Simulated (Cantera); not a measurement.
# Gas activation for diamond growth

An isothermal, constant-pressure homogeneous reactor starts with 0.974 % CH₄, 99.0 % H₂, at 2373 K and 2670 Pa.

Computed with Cantera and GRI-Mech 3.0 (53 species, 325 reactions). GRI-Mech 3.0 stops at C3 and has no aromatics, soot or wall deposition, so with more carbon than oxygen in the feed, carbon stays in small species such as C2H2 where larger ones or solid carbon would form. Radical loss at walls, strong at low pressure, is not modelled.

```csv
t (s),x CH₄,x H₂,x C₂H,x C₂H₄,x C₂H₂,x CH₂
0.000400,0.00905,0.987,1.12e-9,3.63e-6,5.52e-6,3.63e-6
0.00111,0.00788,0.981,7.65e-8,1.56e-5,0.000143,2.00e-5
0.00308,0.00450,0.972,1.84e-6,1.77e-5,0.00163,4.90e-5
0.00854,0.00102,0.965,6.55e-6,2.27e-6,0.00393,2.64e-5
0.0237,0.000176,0.957,9.75e-6,4.25e-7,0.00457,7.79e-6
0.0658,3.13e-5,0.947,1.28e-5,2.62e-7,0.00466,2.33e-6
0.182,7.09e-6,0.931,1.74e-5,1.79e-7,0.00464,9.80e-7
0.506,3.98e-6,0.916,2.16e-5,1.36e-7,0.00460,8.60e-7
1.40,3.70e-6,0.913,2.23e-5,1.30e-7,0.00460,8.58e-7
3.90,3.70e-6,0.913,2.23e-5,1.30e-7,0.00460,8.58e-7
10.8,3.70e-6,0.913,2.23e-5,1.30e-7,0.00460,8.58e-7
30.0,3.70e-6,0.913,2.23e-5,1.30e-7,0.00460,8.58e-7
```
x: mole fraction; the columns are a selection and need not sum to one.

Equilibrium at this temperature and pressure: CH₄ 3.74e-6, H₂ 0.913, C₂H 2.23e-5, C₂H₄ 1.30e-7, C₂H₂ 0.00460, CH₂ 8.66e-7 (gas phase only).
